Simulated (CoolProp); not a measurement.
The fluid at 364.6 K and 17.1 MPa flows at 0.083 m/s in a round tube of 20 mm bore and 15 µm roughness, fully developed (64/Re and Nu = 3.66 if laminar; Colebrook and Gnielinski if turbulent). The same conditions are run with several fluids, on thermodynamics alone (safety and materials aside).

Computed with CoolProp (reference Helmholtz-energy equation of state of each fluid (propane: Lemmon 2009; R11: Jacobsen 1992; R141b: Lemmon 2006; toluene: Lemmon 2006)).

| fluid | Reynolds number | Darcy friction factor | pressure drop (Pa/m) | heat-transfer coefficient (W/(m² K)) | mass flow (kg/h) |
|---|---|---|---|---|---|
| propane | 9940 | 0.0321 | 2.47 | 230 | 42.0 |
| R11 | 7610 | 0.0342 | 8.10 | 184 | 129 |
| R141b | 7320 | 0.0346 | ___ | 195 | ___ |
| toluene | ___ | 0.0405 | ___ | ___ | ___ |

Problem. Complete the blanks.

Solution. 
- R141b, pressure drop (Pa/m): 6.84
- R141b, mass flow (kg/h): 108
- toluene, Reynolds number: 4070
- toluene, pressure drop (Pa/m): 5.69
- toluene, heat-transfer coefficient (W/(m² K)): 173
- toluene, mass flow (kg/h): 76.7

Transport values come from each fluid's own correlations; those of R11, R141b are estimates that may be off by 10 % or more.
